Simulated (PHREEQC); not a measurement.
Dissolve 0.53 mol Na2SO4 per kg of water at 47 °C. Closed to the air; pH follows from the charge balance.

The numbers come from PHREEQC with the Pitzer model, pitzer.dat.

```csv
quantity,before,after
HSO4- (mol/kgw),9.05e-7,5.34e-7
SI of Thenardite (Na2SO4),-1.56,-3.00
SI of Mirabilite (Na2SO4:10H2O),-1.61,-2.98
```

Task: Name the change that produced these shifts.
(A) Na2SO4 from 0.53 to 0.265 mol/kgw
(B) temperature from 47 to 65 °C
(C) temperature from 47 to 85 °C
(D) Na2SO4 from 0.53 to 0.106 mol/kgw

Result: D, Na2SO4 from 0.53 to 0.106 mol/kgw

This is a speciation only: nothing precipitates in the calculation. Constants without temperature data keep their 25 °C values here.
